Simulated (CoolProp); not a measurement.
Vapour-liquid equilibrium of n-octane (1) + ethylbenzene (2) at 239.65 °C; x and y are mole fractions of (1).

Computed with CoolProp (multi-fluid Helmholtz-energy mixture model, Beckmüller 2019 and Zhou 2012; pair parameters Bell 2016).

Give the bubble pressure and the first vapour's composition at x = 0.35, 0.5, 0.8. Is there an azeotrope?

x = 0.35: 9.802 bar, y = 0.397; x = 0.5: 10.16 bar, y = 0.540; x = 0.8: 10.70 bar, y = 0.815. No azeotrope shows between x = 0.05 and 0.95.

The pair parameters rest on a limited set of measurements; away from them the model extrapolates.
